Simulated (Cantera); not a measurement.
Input (Python, Cantera) and output of one run.

```python
import numpy as np
import cantera as ct

gas_names = """
    CL CLO CL2 H HCL HOCL HO2 H2 H2O H2O2 O OH O2 O3
""".split()
cond_names = """
    H2O(s) H2O(L)
""".split()


# ... load() reads the species with a 1 bar reference pressure and builds the phases ...
atoms = {
    'HCl': {'H': 1, 'CL': 1},
    'H2O': {'H': 2, 'O': 1},
}
top_T = {}  # K; cautious upper limits of use, not melting points


# ... equilibrate(T, P, feed) seeds the gas with the atoms and calls Mixture.equilibrate('TP', solver="vcs", rtol=1e-11, max_steps=5000) ...
results = []
T = 2000  # K
P = 17000  # Pa
for m in [0.047, 0.11, 0.23, 0.52, 1.2, 2.6, 5.8]:
    feed = {'HCl': 1, 'H2O': m}  # mol
    mix = equilibrate(T, P, feed)
    results.append((T, P, feed, dict(zip(mix.species_names, mix.species_moles))))

top = {s: max(r[3][s] / sum(r[3][g] for g in gas_names) for r in results) for s in gas_names}
cols = sorted((s for s in top if top[s] > 0.0001), key=lambda s: -top[s])[:9]
seen = [c for c in cond_names if any(r[3].get(c, 0) > 1e-12 for r in results)]
print("log10 of partial pressures in bar; condensed amounts in mol")
print(f"{'n(H2O)':>10s}" + "".join(f"{s[:9]:>10s}" for s in cols + seen))
for T, P, feed, n in results:
    ng = sum(n[g] for g in gas_names)
    print(f"{feed['H2O']:10.4g}" + "".join(f"{np.log10(max(n[s] / ng * P / 1e5, 1e-99)):10.3f}" for s in cols)
          + "".join(f"{n.get(c, 0):10.4g}" for c in seen))
```

Result:

```
log10 of partial pressures in bar; condensed amounts in mol
    n(H2O)       HCL       H2O        CL        H2        O2        OH         H       CL2
     0.047    -0.807    -2.125    -2.383    -2.681    -5.966    -4.573    -4.130    -4.501
      0.11    -0.832    -1.781    -2.401    -2.695    -5.252    -4.223    -4.136    -4.539
      0.23    -0.876    -1.505    -2.436    -2.715    -4.660    -3.937    -4.146    -4.607
      0.52    -0.968    -1.243    -2.513    -2.744    -4.077    -3.660    -4.161    -4.762
       1.2    -1.129    -1.041    -2.663    -2.765    -3.631    -3.448    -4.171    -5.062
       2.6    -1.342    -0.919    -2.875    -2.767    -3.385    -3.325    -4.172    -5.487
       5.8    -1.618    -0.847    -3.154    -2.761    -3.251    -3.256    -4.169    -6.044
```

Cantera equilibrium calculation (NASA polynomials, part measured and part estimated; ideal gas, pure solids and liquids).
